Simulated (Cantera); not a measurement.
Charge: 1 mol Si3N4, 0.87 mol H2O, 65 mol N2.

These are equilibrium values from Cantera (NASA tables, ideal gas, pure condensed phases), not measurements of a reactor. Candidate condensed phases: H2O, Si, SiO2, Si2N2O, Si3N4; 35 gas species. Mutual solubility and eutectic melting of coexisting phases are not modelled. Equilibrium is a limit: real reactors are often held back by kinetics, nucleation or transport.

Q: What condenses at these points (T in K, P in Pa): (1848, 18); (1248, 24000); (1648, 75); (1948, 75); (1648, 320); (2048, 1); (1648, 4.2)?

A: 
```tsv
T (K)	P in Pa	condensed phases	Si condensed (%)
1848	18	gas only	0.0
1248	24000	Si2N2O + Si3N4	100.0
1648	75	Si3N4	70.2
1948	75	gas only	0.0
1648	320	Si2N2O + Si3N4	90.5
2048	1	gas only	0.0
1648	4.2	Si	56.4
```
